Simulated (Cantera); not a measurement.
# Stirred combustor or abatement burner

A perfectly stirred reactor is fed with 5.25 % CH4, 0.362 % H2, 19.8 % O2, 74.6 % N2, equivalence ratio 0.54, at 0.300 bar; it is adiabatic with a 500 K inlet, and is followed from long to short residence time, starting on the burning branch (τ in s: 0.037, 0.016, 0.0068, 0.0029, 0.0013, 0.00054, 0.00023, 9.9e-05, 4.2e-05).

Cantera simulation using GRI-Mech 3.0 (53 species, 325 reactions); the numbers are that mechanism's predictions, not measurements.

```csv
τ (s),T (K),x CH4,x H2,x O2,x HO2,x NO
0.037,1682,3.05e-5,0.000609,0.0911,3.56e-6,7.15e-6
0.016,1662,5.26e-5,0.000981,0.0913,5.43e-6,6.05e-6
0.0068,1631,9.54e-5,0.00153,0.0918,8.09e-6,5.36e-6
0.0029,1587,0.000186,0.00225,0.0930,1.18e-5,4.58e-6
0.0013,1530,0.000397,0.00307,0.0955,1.73e-5,3.32e-6
0.00054,1437,0.00130,0.00446,0.103,3.36e-5,1.35e-6
0.00023,500,0.0525,0.00362,0.198,<1e-12,<1e-12
9.9e-5,500,0.0525,0.00362,0.198,<1e-12,<1e-12
4.2e-5,500,0.0525,0.00362,0.198,<1e-12,<1e-12
```
x: mole fraction; the columns are a selection and need not sum to one.
